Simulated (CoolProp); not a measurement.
Cyclopentane at several states: density (kg/m³) from the reference equation and from simpler models built on Tc = 511.7 K, pc = 4.583 MPa, ω = 0.202; each cubic takes its own stable root.

The numbers come from the reference Helmholtz-energy equation of state, Gedanitz 2015 in CoolProp.

```csv
T (K),p (MPa),phase,reference
202.7,0.0141,liquid,828.9
503.4,8.19,liquid,494.1
540.5,1.31,gas,22.43
382.5,0.0231,gas,0.5117
224.7,19.6,liquid,819.8
203.3,0.239,liquid,828.5
```

How far does each simpler model (van der Waals, Soave-Redlich-Kwong, Peng-Robinson) lie from the reference over these 6 states: mean and median of the absolute difference, and the worst?


- van der Waals: mean 33.7 %, median 32.2 %, worst -99.9 % at 202.7 K and 0.0141 MPa
- Soave-Redlich-Kwong: mean 4.6 %, median 5.2 %, worst -11.2 % at 503.4 K and 8.19 MPa
- Peng-Robinson: mean 3.4 %, median 3.5 %, worst +6.6 % at 224.7 K and 19.6 MPa

At some of these states van der Waals gives the other phase, because its saturation line lies elsewhere.
